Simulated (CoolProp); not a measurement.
Saturated liquid density (kg/m³) of R22: the reference equation beside estimates from Tc = 96.1 °C, pc = 4.990 MPa, ω = 0.221.

Model: reference Helmholtz-energy equation of state, Kamei 1995, in CoolProp.

| T (°C) | reference | Soave-Redlich-Kwong | Peng-Robinson |
|---|---|---|---|
| -25.45 | 1363 | 1236 | 1398 |
| -16.85 | 1337 | 1210 | 1369 |
| -8.35 | 1309 | 1182 | 1339 |
| 0.15 | 1281 | 1153 | 1307 |
| 8.65 | 1251 | 1121 | 1272 |
| 17.25 | 1220 | 1088 | 1234 |
| 25.75 | 1188 | 1052 | 1193 |
| 34.25 | 1153 | 1013 | 1149 |
| 42.85 | 1116 | 969.8 | 1100 |
| 51.35 | 1076 | 923.3 | 1047 |
| 59.85 | 1031 | 871.6 | 986.9 |
| 68.45 | 979.9 | 812.3 | 917.6 |
| 76.95 | 919.3 | 743.7 | 836.9 |
| 85.45 | 839.8 | 658.0 | 735.6 |

Absolute difference from the reference over all 14 rows, mean and median: Soave-Redlich-Kwong 13.1 and 11.8 %, Peng-Robinson 3.5 and 2.3 %.
